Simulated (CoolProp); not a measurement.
The numbers come from the reference Helmholtz-energy equation of state, Penoncello 2003 in CoolProp.

Task: For CHF3 (R23), give the phase and the cv (kJ/(kg K)), Prandtl number at 171.2 K and 29.7 kPa; 250 K and 430 kPa; 289.2 K and 849 kPa.

Result: 
- 171.2 K and 29.7 kPa: liquid; cv 0.716, Prandtl number 3.40
- 250 K and 430 kPa: gas; cv 0.583, Prandtl number 0.813
- 289.2 K and 849 kPa: gas; cv 0.631, Prandtl number 0.822

Viscosity comes from a separate model (Shan 2000). Thermal conductivity comes from a separate model (Shan 2000).
